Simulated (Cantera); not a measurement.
An adiabatic, constant-volume homogeneous reactor starts with CO : H2 : CH4 : O2 : N2 = 1 : 0.38 : 0.24 : 3.25 : 12.2 (molar parts), equivalence ratio 0.36, at 1375 K and 3000000 Pa. Integrator tolerance rtol = 1e-08.

Model: GRI-Mech 3.0 (53 species, 325 reactions), integrated in Cantera. The pressure lies above the range GRI-Mech 3.0 was tuned for (to about 10 atm).

### Question
What does this change do: initial temperature 1375 to 1400 K?

### Answer
```
quantity                                                              before                                      after
---------------------------------  -----------------------------------------  -----------------------------------------
time of steepest temperature rise                                    19.4 µs                                    15.1 µs
temperature at 0.100 s                                                2436 K                                     2455 K
equilibrium temperature                                               2436 K                                     2455 K
x(CO) at 0.100 s                   0.000794 (gas-phase equilibrium 0.000794)  0.000886 (gas-phase equilibrium 0.000886)
x(H2) at 0.100 s                     9.00e-5 (gas-phase equilibrium 9.00e-5)    9.95e-5 (gas-phase equilibrium 9.95e-5)
x(CH4) at 0.100 s                      <1e-12 (gas-phase equilibrium <1e-12)      <1e-12 (gas-phase equilibrium <1e-12)
x(OH) at 0.100 s                     0.00273 (gas-phase equilibrium 0.00273)    0.00291 (gas-phase equilibrium 0.00291)
x(H) at 0.100 s                      2.52e-5 (gas-phase equilibrium 2.52e-5)    2.90e-5 (gas-phase equilibrium 2.90e-5)
x(CO2) at 0.100 s                      0.0748 (gas-phase equilibrium 0.0748)      0.0747 (gas-phase equilibrium 0.0747)
x(H2O) at 0.100 s                      0.0510 (gas-phase equilibrium 0.0510)      0.0508 (gas-phase equilibrium 0.0508)
```

### Question
What does this change do: CO 1 to 1.4 parts?

### Answer
| quantity | before | after |
|---|---|---|
| time of steepest temperature rise | 19.4 µs | 17.5 µs |
| temperature at 0.100 s | 2436 K | 2581 K |
| equilibrium temperature | 2436 K | 2581 K |
| x(CO) at 0.100 s | 0.000794 (gas-phase equilibrium 0.000794) | 0.00230 (gas-phase equilibrium 0.00230) |
| x(H2) at 0.100 s | 9.00e-5 (gas-phase equilibrium 9.00e-5) | 0.000184 (gas-phase equilibrium 0.000184) |
| x(CH4) at 0.100 s | <1e-12 (gas-phase equilibrium <1e-12) | <1e-12 (gas-phase equilibrium <1e-12) |
| x(OH) at 0.100 s | 0.00273 (gas-phase equilibrium 0.00273) | 0.00404 (gas-phase equilibrium 0.00404) |
| x(H) at 0.100 s | 2.52e-5 (gas-phase equilibrium 2.52e-5) | 6.63e-5 (gas-phase equilibrium 6.63e-5) |
| x(CO2) at 0.100 s | 0.0748 (gas-phase equilibrium 0.0748) | 0.0963 (gas-phase equilibrium 0.0963) |
| x(H2O) at 0.100 s | 0.0510 (gas-phase equilibrium 0.0510) | 0.0495 (gas-phase equilibrium 0.0495) |
